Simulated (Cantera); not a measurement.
## Si3N4 + H2O + H2 (nitride etching)

Feed: 1 mol Si3N4, 21 mol H2O, 0.49 mol H2, equilibrated at 10.0 mbar.

Cantera equilibrium calculation (NASA polynomials, part measured and part estimated; ideal gas, pure solids and liquids). Candidate condensed phases: H2O, Si, SiO2, Si2N2O, Si3N4; 35 gas species. The tables hold silica as quartz up to 1696 K and as liquid above; real silica turns to tridymite and cristobalite and melts near 1996 K. Kinetics and transport are ignored.

From 1298 K to 1648 K the condensed part is SiO2(β-quartz). From 1698 K to 1898 K the condensed part is SiO2(condensed).

```
T (K)  x H2O   x H2    x N2       x H      x OH     x SiO  n SiO2(β-quartz)  n SiO2(condensed)
-----  -----  -----  ------  --------  --------  --------  ----------------  -----------------
1298   0.639  0.276  0.0851   5.63e-6   1.68e-7  8.42e-11              3.00                  0
1348   0.639  0.276  0.0851   1.22e-5   4.53e-7  5.48e-10              3.00                  0
1398   0.639  0.276  0.0851   2.49e-5   1.13e-6   3.11e-9              3.00                  0
1448   0.639  0.276  0.0851   4.84e-5   2.67e-6   1.56e-8              3.00                  0
1498   0.639  0.276  0.0851   9.03e-5   5.92e-6   7.00e-8              3.00                  0
1548   0.639  0.276  0.0851  0.000162   1.25e-5   2.84e-7              3.00                  0
1598   0.638  0.276  0.0851  0.000280   2.52e-5   1.05e-6              3.00                  0
1648   0.638  0.276  0.0851  0.000468   4.86e-5   3.60e-6              3.00                  0
1698   0.638  0.276  0.0851  0.000759   9.03e-5   1.14e-5                 0               3.00
1748   0.638  0.276  0.0851   0.00120  0.000162   3.33e-5                 0               3.00
1798   0.638  0.275  0.0850   0.00185  0.000281   9.10e-5                 0               3.00
1848   0.637  0.274  0.0850   0.00278  0.000474  0.000235                 0               2.99
1898   0.636  0.273  0.0849   0.00409  0.000778  0.000574                 0               2.99
```
x: gas mole fraction; n: condensed amount in mol.
